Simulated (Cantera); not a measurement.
Mixture: CH4 : O2 : N2 = 1 : 1.43 : 9.86 (molar parts), equivalence ratio 1.4, at 750 Torr, adiabatic and at constant pressure. Ignition delay is the time to a rise of 400 K.

Cantera simulation using GRI-Mech 3.0 (53 species, 325 reactions); the numbers are that mechanism's predictions, not measurements.

Predict: delay at 1300 K; delay at 1350 K; delay at 1400 K; delay at 1450 K; delay at 1500 K; delay at 1550 K; delay at 1600 K; apparent activation energy between 1500 and 1600 K.


| Item | Result |
|---|---|
| delay at 1300 K | 25.6 ms |
| delay at 1350 K | 13.5 ms |
| delay at 1400 K | 7.26 ms |
| delay at 1450 K | 4.02 ms |
| delay at 1500 K | 2.30 ms |
| delay at 1550 K | 1.36 ms |
| delay at 1600 K | 0.839 ms |
| apparent activation energy between 1500 and 1600 K | 200 kJ/mol |
